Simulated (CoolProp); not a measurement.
Vapour-liquid equilibrium of benzene (1) + ethylbenzene (2) at 1.11 MPa; x and y are mole fractions of (1).

Model: multi-fluid Helmholtz-energy mixture model, Thol 2012 and Zhou 2012; pair parameters Bell 2016, in CoolProp.

Task: Give the bubble temperature and the first vapour's composition at x = 0.05, 0.2, 0.95. Is there an azeotrope?

Result: x = 0.05: 251.0 °C, y = 0.095; x = 0.2: 238.5 °C, y = 0.346; x = 0.95: 187.0 °C, y = 0.983. No azeotrope shows between x = 0.05 and 0.95.

The pair parameters rest on a limited set of measurements; away from them the model extrapolates.
